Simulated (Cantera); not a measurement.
Feed: 1 mol Cu, 0.37 mol CO, at 875 K and 21.0 mbar.

These are equilibrium values from Cantera (NASA tables, ideal gas, pure condensed phases), not measurements of a reactor. Candidate condensed phases: C, Cu, CuO, Cu₂O; 15 gas species. The numbers say what is thermodynamically allowed, not how fast it happens.

Base state: CO 0.840, CO₂ 0.160 (mole fractions); condensed: C(graphite) + Cu(s).

Task: What changes in the equilibrium state with this change: pressure from 21.0 mbar to 13.3 mbar?

Result: 
```
species           before   after
----------------  ------  ------
CO                 0.840   0.887
CO₂                0.160   0.113
C(graphite), mol  0.0509  0.0375
Cu(s), mol          1.00    1.00
```
